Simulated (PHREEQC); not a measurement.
Make-up at 25 °C: 0.0045 mol KH2PO4 and 0.00021 mol K2HPO4 per kg of water. Closed to the air; pH follows from the charge balance.

The numbers come from PHREEQC with the ion-association model, phreeqc.dat.

The ionic strength comes out as 0.00513 mol/kgw. What activity coefficients do H2PO4-, KHPO4-, K+, H+, HPO4-2 get?

H2PO4- 0.93, KHPO4- 0.93, K+ 0.92, H+ 0.93, HPO4-2 0.74.

No solid was allowed to form.
